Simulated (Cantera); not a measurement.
# Reactions in the system C-Cl-H-Ti

Cantera with NASA thermochemical tables; ideal gases at 1 bar, condensed phases pure. Values are per mole of reaction as written; species without (g) are pure solids or liquids, kept so even where they would boil at 1 bar.

TiCl4 + CH3(g) → CH3Cl(g) + TiCl3

| T (K) | ΔH° (kJ) | ΔS° (J/K) | ΔG° (kJ) | log10 K |
|---|---|---|---|---|
| 300 | -146.5 | -72.7 | -124.7 | 21.72 |
| 473 | -153.7 | -91.6 | -110.3 | 12.18 |
| 498 | -154.6 | -93.5 | -108.0 | 11.33 |
| 523 | -155.5 | -95.3 | -105.7 | 10.55 |
| 548 | -156.4 | -96.9 | -103.3 | 9.84 |
